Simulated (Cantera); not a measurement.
SiCl4 + C3H8 + H2 (silicon carbide growth)

Feed: 1 mol SiCl4, 0.059 mol C3H8, a varied amount of H2, held at 2475 K and 0.100 bar.

Cantera equilibrium calculation (NASA polynomials, part measured and part estimated; ideal gas, pure solids and liquids). Candidate condensed phases: C, C6H6, C7H8, C8H18, Si, SiC; 109 gas species. The tables' values for SiCl are old estimates; treat these amounts as uncertain. Gases not in the tables: Si2H6 and higher silanes. Rates play no part.

From 35 mol H2 to 590 mol H2 nothing is condensed. The main Si-bearing gas is Si throughout.

```
n(H2) (mol)  log p H2  log p HCl  log p H  log p Si
-----------  --------  ---------  -------  --------
35              -1.09      -2.07    -2.19     -2.85
91              -1.05      -2.42    -2.17     -3.11
150             -1.05      -2.63    -2.17     -3.29
200             -1.04      -2.75    -2.17     -3.40
260             -1.04      -2.86    -2.17     -3.50
310             -1.04      -2.93    -2.17     -3.57
370             -1.04      -3.01    -2.17     -3.65
420             -1.04      -3.06    -2.17     -3.70
480             -1.04      -3.12    -2.17     -3.75
530             -1.04      -3.16    -2.17     -3.80
590             -1.03      -3.21    -2.17     -3.84
```
log p: log10 of the partial pressure in bar; nothing condenses.
